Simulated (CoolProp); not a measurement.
Propylene along the isotherm 282.7 K: Z from the reference equation and from simpler models built on Tc = 364.2 K, pc = 4555 kPa, ω = 0.146; each cubic takes its own stable root.

The numbers come from the reference Helmholtz-energy equation of state, Lemmon 2013 in CoolProp.

| p (kPa) | phase | reference | van der Waals | Peng-Robinson |
|---|---|---|---|---|
| 876 | liquid | 0.02948 | 0.8840 | 0.02826 |
| 1750 | liquid | 0.05866 | 0.09306 | 0.05610 |
| 2630 | liquid | 0.08781 | 0.1379 | 0.08381 |
| 3500 | liquid | 0.1164 | 0.1813 | 0.1109 |
| 4380 | liquid | [?] | 0.2245 | 0.1381 |
| 5260 | liquid | [?] | 0.2670 | [?] |
| 6130 | liquid | 0.2018 | 0.3084 | 0.1913 |
| 7010 | liquid | 0.2300 | 0.3498 | 0.2178 |
| 7880 | liquid | 0.2577 | 0.3903 | [?] |
| 8760 | liquid | [?] | 0.4309 | 0.2698 |
| 9640 | liquid | 0.3134 | 0.4711 | 0.2957 |
| 10500 | liquid | 0.3404 | [?] | [?] |
| 11400 | liquid | 0.3685 | 0.5505 | 0.3470 |

**Question.** Fill in the missing entries.

**Answer.** 
- 4380, reference: 0.1452
- 5260, reference: 0.1737
- 5260, Peng-Robinson: 0.1650
- 7880, Peng-Robinson: 0.2437
- 8760, reference: 0.2856
- 10500, van der Waals: 0.5100
- 10500, Peng-Robinson: 0.3208

At some of these states van der Waals gives the other phase, because its saturation line lies elsewhere.
